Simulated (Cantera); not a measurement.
A Cantera script and what it prints.

```python
import numpy as np
import cantera as ct

gas_names = """
    H H2 Si SiH SiH2 SiH3 SiH4 Si2 Si3
""".split()
cond_names = """
    Si(cr) Si(L)
""".split()


def load(file, names, dense=False):
    # The tables refer to 1 bar. Condensed volumes are neglected.
    table = {s.name: s for s in ct.Species.list_from_file(file)}
    out = []
    for n in names:
        d = dict(table[n].input_data)
        d["thermo"] = dict(d["thermo"], **{"reference-pressure": 1e5})
        if dense:
            d["equation-of-state"] = {"model": "constant-volume", "density": "1e6 g/cm^3"}
        out.append(ct.Species.from_dict(d))
    return out


gas = ct.Solution(thermo="ideal-gas", species=load("nasa_gas.yaml", gas_names))
cond = {s.name: ct.Solution(thermo="fixed-stoichiometry", species=[s], name=s.name)
        for s in load("nasa_condensed.yaml", cond_names, dense=True)}
atoms = {
    'Si': {'Si': 1},
    'H2': {'H': 2},
}
top_T = {}  # K; cautious upper limits of use, not melting points


def equilibrate(T, P, feed):
    n = {}
    for name, mol in feed.items():
        for a, k in atoms[name].items():
            n[a] = n.get(a, 0.0) + k * mol
    gas.TPX = T, P, n
    mass = sum(n.values()) * gas.mean_molecular_weight
    gas.equilibrate("TP")
    valid = [c for c in cond.values() if c.min_temp <= T <= top_T.get(c.name, c.max_temp)]
    mix = ct.Mixture([(gas, mass / gas.mean_molecular_weight)] + [(c, 0.0) for c in valid])
    mix.T, mix.P = T, P
    mix.equilibrate("TP", solver="vcs", rtol=1e-11, max_steps=5000)
    return mix


results = []
feed = {'Si': 1, 'H2': 0.75}  # mol
T = 900  # K
P = 390000  # Pa
mix = equilibrate(T, P, feed)
results.append((T, P, feed, dict(zip(mix.species_names, mix.species_moles))))
x = sorted(zip(gas.X, gas.species_names), reverse=True)
print(f"T = {T:g} K  P = {P:g} Pa  gas = {mix.phase_moles(0):.4g} mol")
print("   x: " + "  ".join(f"{s} {v:.3e}" for v, s in x if v > 1e-05))
print("   condensed (mol): " + ("  ".join(f"{mix.phase(i).name} {mix.phase_moles(i):.4g}"
      for i in range(1, mix.n_phases) if mix.phase_moles(i) > 1e-12) or "none"))
```

Result:

```
T = 900 K  P = 390000 Pa  gas = 0.75 mol
   x: H2 1.000e+00
   condensed (mol): Si(cr) 1
```

These are equilibrium values from Cantera (NASA tables, ideal gas, pure condensed phases), not measurements of a reactor.
